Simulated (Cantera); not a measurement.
Feed: 1 mol Al₂O₃, 1000 mol H₂, 1.5 mol N₂, held at 1377 °C and 750 Torr.

Cantera equilibrium calculation (NASA polynomials, part measured and part estimated; ideal gas, pure solids and liquids). Candidate condensed phases: Al, AlN, Al₂O₃, H₂O; 35 gas species. Mutual solubility and eutectic melting of coexisting phases are not modelled. Equilibrium is a limit: real reactors are often held back by kinetics, nucleation or transport.

Base state: H₂ 0.998, N₂ 0.00150, H 9.08e-5 (mole fractions); condensed: AlN(s) + Al₂O₃(s).

Question: What changes in the equilibrium state with this change: Al₂O₃ replaced by FeS₂?

Answer: 
```
species         before    after
-------------  -------  -------
H₂               0.998    0.996
H₂S                  0  0.00197
N₂             0.00150  0.00150
SH                   0  2.92e-5
H              9.08e-5  9.07e-5
AlN(s), mol    0.00336        0
Al₂O₃(s), mol    0.998        0
Fe(γ), mol           0    0.997
```
Further candidate phases: Fe, FeS, FeS₂, S.
